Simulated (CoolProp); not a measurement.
Properties of n-hexane along the isotherm 218.25 °C (Tc = 234.7 °C, pc = 3044 kPa, ω = 0.300).

Values from CoolProp's reference Helmholtz-energy equation of state, Thol 2019.

| p (kPa) | phase | cp (kJ/(kg K)) | speed of sound (m/s) | expansivity (1/kK) | Prandtl number |
|---|---|---|---|---|---|
| 846 | gas | 2.625 | 197.4 | 3.126 | 0.838 |
| 1690 | gas | 2.914 | … | … | 1.02 |
| 2540 | liquid | 4.262 | 210.1 | 11.28 | 2.89 |
| 3380 | liquid | 3.715 | 271.4 | 6.824 | 2.75 |
| 4230 | liquid | 3.514 | 313.3 | 5.280 | 2.75 |
| 5070 | liquid | 3.402 | 346.3 | 4.451 | 2.77 |
| 5920 | liquid | 3.327 | 374.7 | 3.906 | 2.80 |
| 6760 | liquid | 3.273 | 399.5 | 3.522 | 2.83 |
| 7610 | liquid | 3.231 | 422.1 | … | 2.86 |

Question: Some entries are withheld; supply them.

Answer: 
- 1690, speed of sound (m/s): 163.9
- 1690, expansivity (1/kK): 5.927
- 7610, expansivity (1/kK): 3.227

Viscosity comes from a separate model (Michailidou 2013). Thermal conductivity comes from a separate model (Assael 2013).
